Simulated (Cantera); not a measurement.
A closed system holds: 1 mol borazine, 6.6 mol O2, at 675 °C and 13300 Pa.

Cantera equilibrium calculation (NASA polynomials, part measured and part estimated; ideal gas, pure solids and liquids). Candidate condensed phases: B, BN, B2O3, B3O3H3, H2O; 39 gas species. The feed counts by its element totals alone. Gases not in the tables: H3BO3. The numbers say what is thermodynamically allowed, not how fast it happens.

Base state: H2O 0.404, O2 0.388, N2 0.204, (HBO2)3 0.00343, HBO2 1.44e-5, NO 1.19e-5 (mole fractions); condensed: B2O3(l).

Q: What changes in the equilibrium state with this change: temperature from 675 °C to 552 °C?

A: 
| species | before | after |
|---|---|---|
| H2O | 0.404 | 0.399 |
| O2 | 0.388 | 0.389 |
| N2 | 0.204 | 0.205 |
| (HBO2)3 | 0.00343 | 0.00718 |
| HBO2 | 1.44e-5 | 5.09e-7 |
| NO | 1.19e-5 | 2.11e-6 |
| B2O3(l), mol | 1.46 | 1.42 |
